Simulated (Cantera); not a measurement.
## Fe2O3 + CH4 + N2 (carbothermic reduction)

Feed: 1 mol Fe2O3, 0.49 mol CH4, 0.25 mol N2, at 100000 Pa.

Cantera equilibrium calculation (NASA polynomials, part measured and part estimated; ideal gas, pure solids and liquids). Candidate condensed phases: C, C6H6, C7H8, C8H18, Fe, Fe(CO)5, FeO, Fe(OH)2, Fe(OH)3, Fe2O3, Fe3O4, H2O; 140 gas species. The tables' stoichiometric FeO is somewhat more stable than real wüstite, so its field is too wide. FeO: taken at fixed stoichiometry. Equilibrium is a limit: real reactors are often held back by kinetics, nucleation or transport.

From 1575 K to 1625 K the condensed part is FeO(s). From 1675 K to 2025 K the condensed part is FeO(l). The main Fe-bearing gas is Fe(OH)2 at 1575 K and Fe at 2025 K.

| T (K) | x H2 | x H2O | x CO | x N2 | x CO2 | x H | n FeO(s) | n FeO(l) |
|---|---|---|---|---|---|---|---|---|
| 1575 | 0.330 | 0.240 | 0.228 | 0.145 | 0.0570 | 2.39e-5 | 2.00 | 0 |
| 1625 | 0.328 | 0.242 | 0.230 | 0.145 | 0.0546 | 4.04e-5 | 2.00 | 0 |
| 1675 | 0.326 | 0.244 | 0.232 | 0.145 | 0.0525 | 6.63e-5 | 0 | 2.00 |
| 1725 | 0.324 | 0.246 | 0.234 | 0.145 | 0.0506 | 0.000106 | 0 | 2.00 |
| 1775 | 0.322 | 0.248 | 0.236 | 0.145 | 0.0488 | 0.000164 | 0 | 2.00 |
| 1825 | 0.320 | 0.249 | 0.238 | 0.145 | 0.0472 | 0.000249 | 0 | 2.00 |
| 1875 | 0.319 | 0.251 | 0.239 | 0.145 | 0.0457 | 0.000370 | 0 | 2.00 |
| 1925 | 0.317 | 0.252 | 0.240 | 0.145 | 0.0444 | 0.000538 | 0 | 2.00 |
| 1975 | 0.316 | 0.253 | 0.242 | 0.145 | 0.0431 | 0.000769 | 0 | 2.00 |
| 2025 | 0.314 | 0.254 | 0.243 | 0.145 | 0.0420 | 0.00108 | 0 | 2.00 |
x: gas mole fraction; n: condensed amount in mol.
